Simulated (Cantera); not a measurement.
Input: 1 mol BN, 61 mol H2, at 73.0 mbar.

Points: T (K) = 723, 823, 923, 1023, 1123, 1223, 1323, 1423, 1523, 1623, 1723, 1823, 1923, 2023.

Cantera's Mixture.equilibrate('TP', solver="vcs", rtol=1e-11, max_steps=5000) on the NASA tables stopped like this:

```
ERROR: FAILURE its = 5001!

*******************************************************************************
CanteraError thrown by MultiPhase::equilibrate:
VCS solver failed. Return code: -1
*******************************************************************************
```

Task: What got this run through?

Result: This is not unique; one that fits is The failure is numerical, not chemical. The same input converged with solver="gibbs", rtol=1e-10, max_steps=50000, and the result passed a check of the equilibrium conditions:
```
log10 of partial pressures in bar; condensed amounts in mol
       T/K        H2         H        N2       BH2       BH3         B      B(b)     BN(s)
       723    -1.137   -13.642   -20.199   -16.909   -13.886   -36.102         0         1
       823    -1.137   -11.703   -16.586   -14.772   -12.624   -30.774         0         1
       923    -1.137   -10.180   -13.816   -13.074   -11.618   -26.573         0         1
      1023    -1.137    -8.951   -11.667   -11.672   -10.778   -23.157         0         1
      1123    -1.137    -7.939   -10.228   -10.361    -9.930   -20.189         0         1
      1223    -1.137    -7.090    -9.191    -9.183    -9.143   -17.627         0         1
      1323    -1.137    -6.368    -8.314    -8.185    -8.478   -15.452         0         1
      1423    -1.137    -5.746    -7.540    -7.339    -7.919   -13.596         0         1
      1523    -1.137    -5.205    -6.855    -6.613    -7.443   -11.993         0    0.9998
      1623    -1.137    -4.729    -6.246    -5.982    -7.032   -10.594         0    0.9991
      1723    -1.137    -4.308    -5.705    -5.428    -6.673    -9.360         0    0.9967
      1823    -1.137    -3.932    -5.189    -4.953    -6.372    -8.281  0.001135    0.9892
      1923    -1.139    -3.595    -4.449    -4.668    -6.244    -7.454   0.04113    0.9404
      2023    -1.141    -3.292    -3.782    -4.414    -6.131    -6.711    0.2445    0.7222
```

The gas is ideal and each condensed phase is pure. Mutual solubility and eutectic melting of coexisting phases are not modelled. The tables' values for BH2 are old estimates; treat these amounts as uncertain. Gases not in the tables: B2H6 and higher boranes.
